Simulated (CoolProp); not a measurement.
Vapour-liquid equilibrium of CH2F2 (R32) (1) + 1-butene (2) at 17.45 °C; x and y are mole fractions of (1).

Values from CoolProp's multi-fluid Helmholtz-energy mixture model, Tillner-Roth 1997 and Lemmon 2005; pair parameters Bell 2016.

Problem. Give the bubble pressure and the first vapour's composition at x = 0.275, 0.5, 0.575. Is there an azeotrope?

Solution. x = 0.275: 1.229 MPa, y = 0.801; x = 0.5: 1.349 MPa, y = 0.824; x = 0.575: 1.362 MPa, y = 0.827. y crosses x between x = 0.875 and 0.95: the model has an azeotrope there.

Pair parameters are fitted to limited data, so mixtures are less certain than the pure fluids. With so large a gap from Raoult's law the liquid may split in two, which this calculation doesn't test in full.
